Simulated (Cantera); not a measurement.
Charge: 1 mol SiCl4, 66 mol N2, 0.5 mol NH3, equilibrated at 1975 K and 2.60 mbar.

Cantera equilibrium calculation (NASA polynomials, part measured and part estimated; ideal gas, pure solids and liquids). Candidate condensed phases: NH4Cl, Si, Si3N4; 28 gas species. The tables' values for SiCl, SiCl3 are old estimates; treat these amounts as uncertain. Rates play no part.

Base state: N2 0.954, HCl 0.0184, SiCl2 0.0138, Cl 0.0110, H2 0.00113, H 0.000904, Si 0.000233, SiCl 0.000219 (mole fractions); condensed: gas only.

### Question
What changes in the equilibrium state with this change: temperature from 1975 K to 800 K?

### Answer
```csv
species,before,after
N2,0.954,0.969
HCl,0.0184,0.0194
SiCl4,8.13e-7,0.00983
SiCl2,0.0138,<1e-9
Cl,0.0110,<1e-9
H,0.000904,<1e-9
Si,0.000233,<1e-9
SiCl,0.000219,<1e-9
"Si3N4(s), mol",0,0.110
```
